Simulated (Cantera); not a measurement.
A diamond (100) surface in a fixed gas of H2 with x(CH4) = 0.015, x(H) = 0.00031, x(CH3) = 2.7e-05, at 1150 K; coverages are run to steady state.

Cantera simulation using the Harris–Goodwin 1993 mechanism for the reconstructed diamond (100) surface; the numbers are that mechanism's predictions, not measurements.

One state of this run: growth (µm/h) = 0.234; θ c6HH = 0.524; θ c6H* = 0.0303; θ c6*H = 0.430; θ c6** = 0.0126; θ c6HM = 0.00205. θ: site fractions in the mechanism's names (c6HH fully hydrogenated, c6H* and c6*H radical sites, c6** diradical, c6HM methylated).

### Question
Which value of P (Pa) does it belong to?
A. 1300
B. 370
C. 4800
D. 9200

### Answer
D, 9200
